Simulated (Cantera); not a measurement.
A perfectly stirred reactor is fed with H2 : O2 : N2 = 0.022 : 1 : 0.93 (molar parts), equivalence ratio 0.011, at 0.0336 atm; it is held at 1150 K, and followed from long to short residence time.

Computed with Cantera and the H2/O2 subset of GRI-Mech 3.0, which has no nitrogen chemistry. Radical loss at walls, strong at low pressure, is not modelled.

Question: Predict: x(H2) at τ = 3.10 s; x(O2) at τ = 3.10 s; x(H) at τ = 3.10 s; x(H2O2) at τ = 3.10 s; x(H2O) at τ = 3.10 s; x(H2) at τ = 0.110 s; x(O2) at τ = 0.110 s; x(H) at τ = 0.110 s; x(H2O2) at τ = 0.110 s; x(H2O) at τ = 0.110 s.

Answer: 
```
Property                  Result
----------------------  --------
x(H2) at τ = 3.10 s      2.91e-5
x(O2) at τ = 3.10 s        0.509
x(H) at τ = 3.10 s       6.33e-6
x(H2O2) at τ = 3.10 s    2.89e-8
x(H2O) at τ = 3.10 s      0.0112
x(H2) at τ = 0.110 s    0.000193
x(O2) at τ = 0.110 s       0.508
x(H) at τ = 0.110 s     0.000143
x(H2O2) at τ = 0.110 s   6.19e-8
x(H2O) at τ = 0.110 s     0.0108
```
